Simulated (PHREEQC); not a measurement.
Dissolve 0.0019 mol SrCl2 and 0.0027 mol CO2 per kg of water at 25 °C. Closed to the air; pH follows from the charge balance.

Computed with PHREEQC (ion-association model, phreeqc.dat).

Each row changes one thing in this solution. No solid was allowed to form.

| case | pH | ionic strength (mol/kgw) |
|---|---|---|
| as made | 4.46 | 0.00574 |
| diluted 10-fold with water | 4.97 | 0.000581 |
| SrCl2 left out | 4.46 | 3.47e-5 |
| CO2 from 0.0027 to 0.00405 mol/kgw | 4.37 | 0.00574 |
| CO2 from 0.0027 to 0.027 mol/kgw | 3.96 | 0.00581 |
| CO2 left out | 6.99 | 0.00570 |
| SrCl2 replaced by ZnCl2 at the same molality | 4.43 | 0.00570 |

Complexes and solids missing from the database can't appear.
